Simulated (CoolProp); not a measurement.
Ethanol at 358.58 K and 0.0807 MPa is compressed adiabatically to 0.318 MPa with isentropic efficiency 0.85. Each further row changes one setting.

The numbers come from the reference Helmholtz-energy equation of state, Schroeder 2014 in CoolProp.

| case | work (kJ/kg) | final temperature (K) | final density (kg/m³) |
|---|---|---|---|
| as stated | 109 | 425.9 | 4.31 |
| efficiency 1 | ___ | ___ | 4.41 |
| efficiency 0.65 | ___ | ___ | 4.11 |

Problem. What belongs in the gaps?

Solution. 
- efficiency 1, work (kJ/kg): 92.8
- efficiency 1, final temperature (K): 417.6
- efficiency 0.65, work (kJ/kg): 143
- efficiency 0.65, final temperature (K): 442.6
